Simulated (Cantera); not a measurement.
Input: 1 mol H2O, 0.99 mol H2, 0.085 mol O2, equilibrated at 1023.15 K and 3900 Pa.

Method: chemical equilibrium by Gibbs-energy minimisation in Cantera with the NASA 1993 tables (ideal gas, pure condensed phases). Candidate condensed phases: H2O; 9 gas species. The numbers say what is thermodynamically allowed, not how fast it happens.

Problem. What is the equilibrium state?

Solution. 
* **x(H2O)**: 0.588
* **x(H2)**: 0.412
* **gas amount**: 1.990 mol
